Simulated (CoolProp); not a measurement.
Properties of octamethylcyclotetrasiloxane (D4) at several states (Tc = 586.5 K, pc = 1.347 MPa, ω = 0.598).

Computed with CoolProp (reference Helmholtz-energy equation of state, Thol 2015).

```tsv
T (K)	p (MPa)	phase	density (kg/m³)	Joule-Thomson coefficient (K/MPa)	isothermal compressibility (1/MPa)	fugacity coefficient
509.5	0.157	gas	…	…	…	…
436.9	0.0136	gas	1.122	…	74.33	0.9894
546	0.649	gas	…	19.73	…	…
488.7	0.0406	gas	3.028	15.28	25.18	0.9791
```

Q: What belongs in the gaps?

A: 
- 509.5, density (kg/m³): 11.87
- 509.5, Joule-Thomson coefficient (K/MPa): 14.78
- 509.5, isothermal compressibility (1/MPa): 6.916
- 509.5, fugacity coefficient: 0.9309
- 436.9, Joule-Thomson coefficient (K/MPa): 21.66
- 546, density (kg/m³): 59.48
- 546, isothermal compressibility (1/MPa): 2.429
- 546, fugacity coefficient: 0.7801
